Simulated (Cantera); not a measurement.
An adiabatic, constant-volume homogeneous reactor starts with CH4 : O2 : N2 : CO2 = 1 : 2.27 : 8.55 : 0.62 (molar parts), at 1275 K and 7500 Torr.

Model: GRI-Mech 3.0 (53 species, 325 reactions), integrated in Cantera.

Question: Predict: time of steepest temperature rise; temperature at 3.00 s; equilibrium temperature; x(O2) at 3.00 s; x(CO2) at 3.00 s; x(NO) at 3.00 s.

Answer: 
* **time of steepest temperature rise**: 1.88 ms
* **temperature at 3.00 s**: 2850 K
* **equilibrium temperature**: 2850 K
* **x(O2) at 3.00 s**: 0.0260 (gas-phase equilibrium 0.0260)
* **x(CO2) at 3.00 s**: 0.103 (gas-phase equilibrium 0.103)
* **x(NO) at 3.00 s**: 0.0128 (gas-phase equilibrium 0.0128)
